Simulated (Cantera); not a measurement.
An isothermal, constant-pressure homogeneous reactor starts with NO : N2 = 1 : 5.7 (molar parts), at 1723 K and 13300 Pa. Integrator tolerance rtol = 1e-08.

Cantera simulation using GRI-Mech 3.0 (53 species, 325 reactions); the numbers are that mechanism's predictions, not measurements.

Q: What does this change do: N2 5.7 to 33 parts?

A: 
```tsv
quantity	before	after
x(NO) at 20.0 s	0.135 (gas-phase equilibrium 0.00204)	0.0287 (gas-phase equilibrium 0.000925)
x(O2) at 20.0 s	0.00733 (gas-phase equilibrium 0.0736)	0.000335 (gas-phase equilibrium 0.0142)
x(N2O) at 20.0 s	6.83e-6 (gas-phase equilibrium 4.69e-8)	3.23e-7 (gas-phase equilibrium 2.20e-8)
x(N2) at 20.0 s	0.858 (gas-phase equilibrium 0.924)	0.971 (gas-phase equilibrium 0.985)
x(O) at 20.0 s	1.50e-5 (gas-phase equilibrium 4.25e-5)	4.02e-6 (gas-phase equilibrium 1.87e-5)
```

Q: What does this change do: N2 5.7 to 1.2 parts?

A: 
| quantity | before | after |
|---|---|---|
| x(NO) at 20.0 s | 0.135 (gas-phase equilibrium 0.00204) | 0.343 (gas-phase equilibrium 0.00326) |
| x(O2) at 20.0 s | 0.00733 (gas-phase equilibrium 0.0736) | 0.0555 (gas-phase equilibrium 0.226) |
| x(N2O) at 20.0 s | 6.83e-6 (gas-phase equilibrium 4.69e-8) | 4.22e-5 (gas-phase equilibrium 6.84e-8) |
| x(N2) at 20.0 s | 0.858 (gas-phase equilibrium 0.924) | 0.601 (gas-phase equilibrium 0.771) |
| x(O) at 20.0 s | 1.50e-5 (gas-phase equilibrium 4.25e-5) | 3.89e-5 (gas-phase equilibrium 7.44e-5) |
